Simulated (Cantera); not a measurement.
Input: 1 mol SiH4, 0.44 mol NH3, at 1525 K and 10.0 mbar.

Method: chemical equilibrium by Gibbs-energy minimisation in Cantera with the NASA 1993 tables (ideal gas, pure condensed phases). Candidate condensed phases: Si, Si3N4; 18 gas species. Mutual solubility and eutectic melting of coexisting phases are not modelled. Rates play no part.

Base state: H2 0.992, N2 0.00769, H 0.000236 (mole fractions); condensed: Si(s) + Si3N4(s).

Problem. What changes in the equilibrium state with this change: temperature from 1525 K to 998.15 K?

Solution. 
| species | before | after |
|---|---|---|
| H2 | 0.992 | 1.00 |
| H | 0.000236 | 2.16e-8 |
| N2 | 0.00769 | 1.50e-9 |
| Si(s), mol | 0.701 | 0.670 |
| Si3N4(s), mol | 0.0997 | 0.110 |
